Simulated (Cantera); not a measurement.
# Equilibrium for abatement and gas-phase synthesis: PH3 + O2

Charge: 1 mol PH3, a varied amount of O2, at 1473 K and 0.0100 bar.

Method: chemical equilibrium by Gibbs-energy minimisation in Cantera with the NASA 1993 tables (ideal gas, pure condensed phases). Candidate condensed phases: H2O, P, P4O10; 17 gas species. Gases not in the tables: HPO2, HPO3 and P4O6. Kinetics and transport are ignored.

From 0.26 mol O2 to 1.6 mol O2 nothing is condensed.

| n(O2) (mol) | x H2 | x H2O | x PO2 | x P2 | x PO | x P4O10 |
|---|---|---|---|---|---|---|
| 0.26 | 0.558 | 0.172 | 0.0259 | 0.214 | 0.0292 | 5.82e-9 |
| 0.32 | 0.525 | 0.198 | 0.0378 | 0.203 | 0.0348 | 3.96e-8 |
| 0.39 | 0.491 | 0.224 | 0.0535 | 0.190 | 0.0407 | 2.32e-7 |
| 0.48 | 0.452 | 0.252 | 0.0758 | 0.172 | 0.0472 | 1.39e-6 |
| 0.59 | 0.411 | 0.279 | 0.105 | 0.150 | 0.0537 | 7.64e-6 |
| 0.72 | 0.370 | 0.305 | 0.141 | 0.124 | 0.0594 | 3.70e-5 |
| 0.89 | 0.322 | 0.333 | 0.190 | 0.0912 | 0.0637 | 0.000187 |
| 1.1 | 0.271 | 0.363 | 0.247 | 0.0541 | 0.0638 | 0.000909 |
| 1.3 | 0.223 | 0.398 | 0.294 | 0.0247 | 0.0572 | 0.00324 |
| 1.6 | 0.132 | 0.504 | 0.315 | 0.00135 | 0.0286 | 0.0194 |
x: gas mole fraction; nothing condenses.
